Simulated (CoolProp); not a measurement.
A Linde-Hampson liquefier for dry air: isothermal reversible compression at 290 K from 1 atm to 10 MPa, throttling to 1 atm, return gas leaving the recuperator 10 K below the feed. Each further row changes one setting.

Model: reference Helmholtz-energy equation of state, Lemmon 2000, in CoolProp. It is a pseudo-pure fit of the blend.

| case | liquid yield per pass | compression work (kJ/kg of gas) |
|---|---|---|
| as stated | 0.029 | 380 |
| high pressure 20 MPa | 0.067 | … |
| warm-end temperature 320 K | … | … |
| warm-end gap 15 K | … | 380 |

Question: What belongs in the gaps?

Answer: 
- high pressure 20 MPa, compression work (kJ/kg of gas): 438
- warm-end temperature 320 K, liquid yield per pass: 0.016
- warm-end temperature 320 K, compression work (kJ/kg of gas): 421
- warm-end gap 15 K, liquid yield per pass: 0.017
